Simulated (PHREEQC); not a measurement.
Solution (20 °C): 0.0071 mol/kgw HNO3, 0.0014 mol/kgw FeCl3 and 0.0051 mol/kgw MgCl2. It is in equilibrium with CO2 at log p = -3.4 (atm). Otherwise closed; pH follows from the charge balance.

The numbers come from PHREEQC with the ion-association model, phreeqc.dat.

Each row changes one thing in this solution. No solid was allowed to form.

```
case                                    pH  ionic strength (mol/kgw)  HCO3- (mol/kgw)
------------------------------------  ----  ------------------------  ---------------
as made                               2.18                    0.0296          1.15e-9
temperature from 20 to 80 °C          2.14                    0.0281         3.76e-10
HNO3 from 0.0071 to 0.0355 mol/kgw       ?                    0.0585         2.61e-10
MgCl2 from 0.0051 to 0.00459 mol/kgw  2.18                    0.0281          1.14e-9
FeCl3 left out                        2.20                    0.0224          1.18e-9
MgCl2 from 0.0051 to 0.00255 mol/kgw  2.18                    0.0220          1.11e-9
diluted 5-fold with water             2.81                   0.00573          4.57e-9
0.0015 mol/kgw Ca(NO3)2 added         2.19                    0.0341          1.17e-9
diluted 10-fold with water               ?                   0.00281          8.44e-9
```

Complete the blanks.


- HNO3 from 0.0071 to 0.0355 mol/kgw, pH: 1.52
- diluted 10-fold with water, pH: 3.09

Complexes and solids missing from the database can't appear. Some of these states are supersaturated (in Hematite (slow to form), Goethite (slow to form), for instance). Away from 25 °C the constants follow the database's enthalpies or fits; those with neither stay at their 25 °C values.
